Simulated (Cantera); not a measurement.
Mixture: CH4 : O2 : N2 : H2O = 1 : 2.7 : 10.2 : 0.52 (molar parts), equivalence ratio 0.74, at 101000 Pa, adiabatic and at constant volume. Ignition delay is the time to a rise of 400 K.

Detailed kinetics in Cantera: GRI-Mech 3.0 (53 species, 325 reactions).

Q: Predict: delay at 1348 K; delay at 1423 K; delay at 1498 K; delay at 1573 K; delay at 1648 K; apparent activation energy between 1498 and 1648 K.

A: 
| Item | Value |
|---|---|
| delay at 1348 K | 5.78 ms |
| delay at 1423 K | 2.41 ms |
| delay at 1498 K | 1.09 ms |
| delay at 1573 K | 0.541 ms |
| delay at 1648 K | 0.291 ms |
| apparent activation energy between 1498 and 1648 K | 180 kJ/mol |
